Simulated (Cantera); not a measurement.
Charge: 1 mol SiCl4, 73 mol N2, 1.5 mol H2, 1.7 mol NH3, held at 1948.15 K and 30.0 mbar.

Method: chemical equilibrium by Gibbs-energy minimisation in Cantera with the NASA 1993 tables (ideal gas, pure condensed phases). Candidate condensed phases: NH4Cl, Si, Si3N4; 28 gas species. The tables' values for SiCl, SiCl3, SiN are old estimates; treat these amounts as uncertain. The numbers say what is thermodynamically allowed, not how fast it happens.

Base state: N2 0.923, H2 0.0375, HCl 0.0250, SiCl2 0.0120, H 0.00126, Cl 0.000632, Si 0.000219, SiCl 0.000188 (mole fractions); condensed: gas only.

Problem. What changes in the equilibrium state with this change: temperature from 1948.15 K to 1048 K?

Solution. 
```tsv
species	before	after
N2	0.923	0.924
HCl	0.0250	0.0481
H2	0.0375	0.0271
SiCl2	0.0120	4.39e-7
SiCl4	5.73e-7	0.000598
Si	0.000219	<1e-9
SiCl	0.000188	<1e-9
H	0.00126	7.34e-9
Cl	0.000632	1.19e-8
SiN	1.08e-5	<1e-9
Si3N4(s), mol	0	0.317
```
